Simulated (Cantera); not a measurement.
**Abatement and gas-phase synthesis: CO₂ + SO₂ + O₂**

Charge: 1 mol CO₂, 0.6 mol SO₂, a varied amount of O₂, equilibrated at 1023.15 K and 3.20 mbar.

Equilibrium computed with Cantera from the NASA thermochemical tables; the gas is ideal and each condensed phase is pure. Candidate condensed phases: C, S; 22 gas species. Equilibrium is a limit: real reactors are often held back by kinetics, nucleation or transport.

| n(O₂) (mol) | x O₂ | x CO₂ | x SO₂ | x SO₃ | x CO | x O |
|---|---|---|---|---|---|---|
| 0.095 | 0.0531 | 0.592 | 0.349 | 0.00630 | 5.97e-9 | 1.27e-9 |
| 0.15 | 0.0823 | 0.574 | 0.337 | 0.00756 | 4.64e-9 | 1.59e-9 |
| 0.22 | 0.117 | 0.552 | 0.322 | 0.00864 | 3.75e-9 | 1.89e-9 |
| 0.34 | 0.171 | 0.518 | 0.301 | 0.00976 | 2.91e-9 | 2.29e-9 |
| 0.53 | 0.245 | 0.472 | 0.273 | 0.0106 | 2.21e-9 | 2.74e-9 |
| 0.81 | 0.333 | 0.417 | 0.239 | 0.0108 | 1.68e-9 | 3.19e-9 |
| 1.2 | 0.426 | 0.359 | 0.205 | 0.0105 | 1.28e-9 | 3.61e-9 |
| 1.9 | 0.541 | 0.287 | 0.163 | 0.00938 | 9.07e-10 | 4.07e-9 |
| 2.9 | 0.643 | 0.223 | 0.126 | 0.00791 | 6.46e-10 | 4.43e-9 |
| 4.5 | 0.737 | 0.164 | 0.0924 | 0.00622 | 4.45e-10 | 4.75e-9 |
| 6.9 | 0.811 | 0.118 | 0.0661 | 0.00466 | 3.04e-10 | 4.98e-9 |
x: gas mole fraction; nothing condenses.

From 0.095 mol O₂ to 6.9 mol O₂ nothing is condensed. The main C-bearing gas is CO₂ throughout.
